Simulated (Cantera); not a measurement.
Charge: 1 mol AlN, 680 mol H₂, 79 mol N₂, at 23.0 Pa.

Method: chemical equilibrium by Gibbs-energy minimisation in Cantera with the NASA 1993 tables (ideal gas, pure condensed phases). Candidate condensed phases: Al, AlN; 13 gas species. The numbers say what is thermodynamically allowed, not how fast it happens.

**Question.** Which condensed phases are stable at each of these points (T (K)): 1073, 1123, 1173, 1223, 1273, 1323, 1373, 1423, 1473, 1523, 1573, 1623?

**Answer.** 
| T (K) | condensed phases | Al condensed (%) |
|---|---|---|
| 1073 | AlN(s) | 100.0 |
| 1123 | AlN(s) | 100.0 |
| 1173 | AlN(s) | 100.0 |
| 1223 | AlN(s) | 100.0 |
| 1273 | AlN(s) | 100.0 |
| 1323 | AlN(s) | 100.0 |
| 1373 | AlN(s) | 100.0 |
| 1423 | AlN(s) | 99.7 |
| 1473 | AlN(s) | 98.3 |
| 1523 | AlN(s) | 90.8 |
| 1573 | AlN(s) | 54.8 |
| 1623 | gas only | 0.0 |

From 1073 K to 1573 K the condensed part is AlN(s). At 1623 K nothing is condensed.
